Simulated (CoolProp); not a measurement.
A simple Rankine cycle with R245ca: condensing at 324.15 K, boiler at 0.711 MPa, turbine inlet 363.8 K, turbine efficiency 0.7, pump efficiency 0.7, no recuperator. Each further row changes one setting.

Model: reference Helmholtz-energy equation of state, Zhou 2016, in CoolProp.

```json
[
 {"case": "as stated", "thermal efficiency (%)": "6.3", "net work (kJ/kg)": "13.8", "heat in (kJ/kg)": "221", "turbine exit temperature (K)": "341.9", "volume ratio over the turbine": "2.97"},
 {"case": "turbine inlet 383.8 K", "thermal efficiency (%)": "6.2", "net work (kJ/kg)": "15.0", "heat in (kJ/kg)": "243", "turbine exit temperature (K)": "362.8", "volume ratio over the turbine": "2.92"},
 {"case": "condensing temperature 316.15 K", "thermal efficiency (%)": "7.5", "net work (kJ/kg)": "17.3", "heat in (kJ/kg)": "232", "turbine exit temperature (K)": "337.3", "volume ratio over the turbine": "3.85"},
 {"case": "boiler pressure 0.498 MPa", "thermal efficiency (%)": "4.3", "net work (kJ/kg)": "9.58", "heat in (kJ/kg)": "225", "turbine exit temperature (K)": "350.3", "volume ratio over the turbine": "2.02"},
 {"case": "turbine efficiency 0.6", "thermal efficiency (%)": "5.3", "net work (kJ/kg)": "11.8", "heat in (kJ/kg)": "221", "turbine exit temperature (K)": "343.9", "volume ratio over the turbine": "2.99"}
]
```
